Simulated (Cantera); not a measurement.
Input: 1 mol B₂O₃, a varied amount of H₂, at 1998.15 K and 1.00 bar.

Equilibrium computed with Cantera from the NASA thermochemical tables; the gas is ideal and each condensed phase is pure. Candidate condensed phases: B, B₂O₃, B₃O₃H₃, H₂O; 23 gas species. Rates play no part.

**Question.** At 22 mol H₂, list the 7 most abundant gas species with their mole fractions, and the condensed phases.

**Answer.** H₂ 0.924, HBO 0.0282, HBO₂ 0.0247, B₂O₃ 0.0142, H₂O 0.00447, B₂O₂ 0.00235, H 0.00154. Condensed: gas only.
